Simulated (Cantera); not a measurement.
# Equilibrium for halide evaporation, hydrolysis and transport: FeCl3 + N2

Input: 1 mol FeCl3, 0.47 mol N2, at 3.80e-6 bar.

Equilibrium computed with Cantera from the NASA thermochemical tables; the gas is ideal and each condensed phase is pure. Candidate condensed phases: Fe, FeCl2, FeCl3; 10 gas species. Equilibrium is a limit: real reactors are often held back by kinetics, nucleation or transport.

| T (K) | x FeCl3 | x FeCl2 | x Cl | x N2 | x Cl2 |
|---|---|---|---|---|---|
| 825 | 0.452 | 0.170 | 0.00244 | 0.292 | 0.0837 |
| 875 | 0.332 | 0.257 | 0.00834 | 0.277 | 0.125 |
| 925 | 0.217 | 0.340 | 0.0236 | 0.262 | 0.158 |
| 975 | 0.127 | 0.399 | 0.0562 | 0.247 | 0.171 |
| 1025 | 0.0673 | 0.428 | 0.114 | 0.233 | 0.157 |
| 1075 | 0.0325 | 0.434 | 0.195 | 0.219 | 0.119 |
| 1125 | 0.0143 | 0.425 | 0.282 | 0.207 | 0.0717 |
| 1175 | 0.00587 | 0.415 | 0.346 | 0.198 | 0.0347 |
| 1225 | 0.00238 | 0.409 | 0.380 | 0.194 | 0.0147 |
| 1275 | 0.000991 | 0.407 | 0.395 | 0.192 | 0.00606 |
| 1325 | 0.000434 | 0.406 | 0.401 | 0.191 | 0.00256 |
| 1375 | 0.000200 | 0.405 | 0.403 | 0.191 | 0.00113 |
x: gas mole fraction; nothing condenses.

From 825 K to 1375 K nothing is condensed. The main Fe-bearing gas is FeCl3 at 825 K and FeCl2 at 1375 K.
